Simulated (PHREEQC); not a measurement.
Dissolve 0.0099 mol HF, 0.0029 mol NH4HF2 and 5.8e-07 mol H4SiO4 per kg of water at 65 °C. Closed to the air; pH follows from the charge balance.

Equilibrium calculation in PHREEQC: ion-association model, phreeqc.dat.

| Quantity | Result |
|---|---|
| pH | 3.00 |
| ionic strength | 0.00398 mol/kgw |
| total alkalinity | -12.8 meq/kg |

| species | molality | activity | log γ |
|---|---|---|---|
| HF | 0.0115 | 0.0115 | 0.000 |
| F- | 0.00379 | 0.00351 | -0.032 |
| NH4+ | 0.00290 | 0.00269 | -0.033 |
| H+ | 0.00108 | 0.00101 | -0.029 |
| HF2- | 0.000192 | 0.000178 | -0.032 |
| SiF6-2 | 5.76e-7 | 4.31e-7 | -0.126 |
| NH3 | 1.80e-8 | 1.81e-8 | 0.000 |
| H4SiO4 | 3.71e-9 | 3.72e-9 | 0.000 |

Precipitation was switched off in this run. Constants without temperature data keep their 25 °C values here. SiF6-2 is the database's only silicon fluoride.
